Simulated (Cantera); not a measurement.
Feed: 1 mol Fe, 0.13 mol CO, 4.6 mol N2, 0.021 mol CO2, equilibrated at 1102 °C and 5800 Pa.

Cantera equilibrium calculation (NASA polynomials, part measured and part estimated; ideal gas, pure solids and liquids). Candidate condensed phases: C, Fe, Fe(CO)5, FeO, Fe2O3, Fe3O4; 27 gas species. Rates play no part.

Base state: N2 0.968, CO 0.0274, CO2 0.00442 (mole fractions); condensed: Fe(γ).

Task: What changes in the equilibrium state with this change: Fe replaced by Pb?

Result: 
```tsv
species	before	after
N2	0.968	0.859
Pb	0	0.113
CO	0.0274	0.0243
Pb2	0	1.98e-5
CO2	0.00442	0.00391
Fe(γ), mol	1.000	0
Pb(l), mol	0	0.393
```
Further candidate phases: Pb, PbO, PbO2, Pb3O4.
